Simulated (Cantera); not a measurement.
# NO annealing gas

A perfectly stirred reactor is fed with NO : N2 = 1 : 0.36 (molar parts), at 0.240 bar; it is held at 1975 K, and followed from long to short residence time.

Detailed kinetics in Cantera: GRI-Mech 3.0 (53 species, 325 reactions).

| τ (s) | x NO | x N2O | x O2 | x O | x N2 |
|---|---|---|---|---|---|
| 3.4 | 0.295 | 3.21e-5 | 0.219 | 0.000540 | 0.485 |
| 1.3 | 0.458 | 8.02e-5 | 0.138 | 0.000439 | 0.403 |
| 0.47 | 0.603 | 0.000146 | 0.0655 | 0.000321 | 0.331 |
| 0.18 | 0.680 | 0.000191 | 0.0272 | 0.000234 | 0.292 |
| 0.065 | 0.715 | 0.000213 | 0.00980 | 0.000179 | 0.275 |
| 0.024 | 0.728 | 0.000213 | 0.00345 | 0.000151 | 0.268 |
| 0.0090 | 0.732 | 0.000194 | 0.00115 | 0.000133 | 0.266 |
| 0.0034 | 0.734 | 0.000153 | 0.000323 | 0.000110 | 0.265 |
| 0.0012 | 0.735 | 9.29e-5 | 5.51e-5 | 7.30e-5 | 0.265 |
| 0.00046 | 0.735 | 4.68e-5 | 6.78e-6 | 3.71e-5 | 0.265 |
x: mole fraction; the columns are a selection and need not sum to one.
